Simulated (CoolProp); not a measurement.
Vapour-liquid equilibrium of propane (1) + R114 (2) at 1.07 MPa; x and y are mole fractions of (1).

Values from CoolProp's multi-fluid Helmholtz-energy mixture model, Lemmon 2009 and Platzer 1990; pair parameters Bell 2016. This equation is an older, rougher fit; its heat capacities, sound speeds and derivatives of the liquid may be far off and weren't checked against measurements.

```csv
x,"bubble temperature, mixture model (°C)","bubble temperature, Raoult's law (°C)","y, mixture model","y, Raoult's law"
0.05,80.7,81.3,0.133,0.150
0.2,66.4,68.4,0.430,0.468
0.35,55.8,58.0,0.617,0.665
0.5,47.7,49.6,0.742,0.793
0.65,41.3,42.5,0.835,0.881
0.8,35.9,36.5,0.910,0.943
0.95,31.2,31.3,0.978,0.988
```

The largest gap from Raoult's law is -2.2 K in bubble temperature, at x = 0.35. No azeotrope shows between x = 0.05 and 0.95.

The pair parameters rest on a limited set of measurements; away from them the model extrapolates.
